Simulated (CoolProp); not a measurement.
Values from CoolProp's reference Helmholtz-energy equation of state, Marx 1992.

Q: For R113, give the phase and the density (kg/m³), cp (kJ/(kg K)), isothermal compressibility (1/MPa), expansivity (1/kK) at 457.1 K and 636 kPa; 457.1 K and 2230 kPa.

A: 
- 457.1 K and 636 kPa: gas; density 34.2, cp 0.811, isothermal compressibility 1.73, expansivity 2.90
- 457.1 K and 2230 kPa: liquid; density 1040, cp 1.33, isothermal compressibility 0.0420, expansivity 7.07
